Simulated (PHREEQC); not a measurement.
A PHREEQC input (ion-association model, phreeqc.dat):

```
SOLUTION 1
  temp 85
  units mg/L
  pH 5.94
  pe 2
  Na 0.00516
  K 7.69e-06
  Ca 0.00917
  Mg 0.00449
  Cl 8.12e-05
  S(6) 0.000421 as SO4
  Alkalinity 0.0615 as HCO3
  F 6.39e-06
  B 5.41e-05
  Mn(2) 0.000204
  Zn 2.55e-05
END
USE solution 1
EQUILIBRIUM_PHASES 1
  Quartz 0 0.5
  CO2(g) 2 10
END
```

The run finishes without an error or a warning.

Its last state differs from that of the intended input:

| quantity | as run | intended |
|---|---|---|
| pH | 3.21 | 5.17 |
| ionic strength (mol/kgw) | 0.000636 | 8.30e-6 |
| CO2 (mol/kgw) | 0.874 | 0.000120 |
| HCO3- (mol/kgw) | 0.000635 | 7.75e-6 |
| H3SiO4- (mol/kgw) | 5.89e-10 | 5.33e-8 |
| (CO2)2 (mol/kgw) | 0.0575 | 1.08e-9 |

### Question
One thing in the input isn't as intended. What explains the difference?

### Answer
Several could match; the one computed here: The fault: the CO2 pressure typed with the wrong sign of its logarithm. The line should read `CO2(g) -2` where the input has `CO2(g) 2`.
